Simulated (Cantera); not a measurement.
A closed system holds: 1 mol CuO, 0.72 mol NF3, 13 mol H2, held at 1527 °C and 0.670 bar.

Equilibrium computed with Cantera from the NASA thermochemical tables; the gas is ideal and each condensed phase is pure. Candidate condensed phases: Cu, CuF2, CuO, Cu(OH)2, Cu2O, H2O; 45 gas species. Kinetics and transport are ignored.

Task: What is the equilibrium state?

Result: 
```json
{
  "x(H2)": "0.755",
  "x(HF)": "0.149",
  "x(H2O)": "0.0692",
  "x(N2)": "0.0249",
  "x(Cu)": "0.000808",
  "x(H)": "0.000380",
  "x(CuF)": "6.36e-5",
  "x(OH)": "2.30e-6",
  "x(NH3)": "2.03e-6",
  "n(Cu(l))": "0.987 mol",
  "gas_amount": "14.45 mol",
  "log10 activity of CuF2(l) (absent)": "-8.79"
}
```
